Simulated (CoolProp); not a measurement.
A single-stage vapour-compression cycle with fluoroethane (R161): evaporating at 277.15 K (dew point), condensing at 333.15 K (bubble point), superheat 8 K, subcooling 8 K, compressor efficiency 0.75, no pressure losses. Each further row changes one setting.

Model: reference Helmholtz-energy equation of state, Wu 2012, in CoolProp.

```tsv
case	cooling COP	pressure ratio	discharge temperature (K)	refrigerating effect (kJ/kg)	volumetric capacity (kJ/m³)
as stated	2.92	4.36	372.7	273	3040
evaporating temperature 282.15 K	…	…	369.1	276	…
condensing temperature 328.15 K	3.31	…	…	285	3180
subcooling 13 K	…	4.36	372.7	285	3180
superheat 18 K	2.92	4.36	…	286	3040
compressor efficiency 0.65	2.53	4.36	380.7	273	3040
```

What belongs in the gaps?


- evaporating temperature 282.15 K, cooling COP: 3.33
- evaporating temperature 282.15 K, pressure ratio: 3.73
- evaporating temperature 282.15 K, volumetric capacity (kJ/m³): 3590
- condensing temperature 328.15 K, pressure ratio: 3.90
- condensing temperature 328.15 K, discharge temperature (K): 365.9
- subcooling 13 K, cooling COP: 3.06
- superheat 18 K, discharge temperature (K): 382.8
